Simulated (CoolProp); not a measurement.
A single-stage vapour-compression cycle with the fluid: evaporating at 306.15 K (dew point), condensing at 331.15 K (bubble point), superheat 8 K, subcooling 2 K, compressor efficiency 0.9, no pressure losses. The same conditions are run with several fluids, on thermodynamics alone (safety and materials aside).

Computed with CoolProp (reference Helmholtz-energy equation of state of each fluid (propane: Lemmon 2009; n-pentane: Thol 2019; R365MFC: Lemmon 2016; dimethyl carbonate: Zhou 2011; sulfur dioxide: Gao 2016; chloromethane (R40): Thol 2014)).

### Question
Rank propane, n-pentane, R365MFC, dimethyl carbonate, sulfur dioxide, chloromethane (R40) by cooling COP, highest first.

### Answer
dimethyl carbonate (10.4), n-pentane (10.2), R365MFC (10.1), sulfur dioxide (9.91), chloromethane (R40) (9.82), propane (9.06)

| fluid | pressure ratio | discharge temperature (K) | refrigerating effect (kJ/kg) | volumetric capacity (kJ/m³) |
|---|---|---|---|---|
| propane | 1.75 | 342.1 | 270 | 6480 |
| n-pentane | 2.22 | 334.3 | 319 | 834 |
| R365MFC | 2.38 | 332.7 | 167 | 762 |
| dimethyl carbonate | 2.99 | 343.6 | 381 | 143 |
| sulfur dioxide | 2.06 | 369.2 | 321 | 4320 |
| chloromethane (R40) | 1.88 | 360.4 | 334 | 5260 |
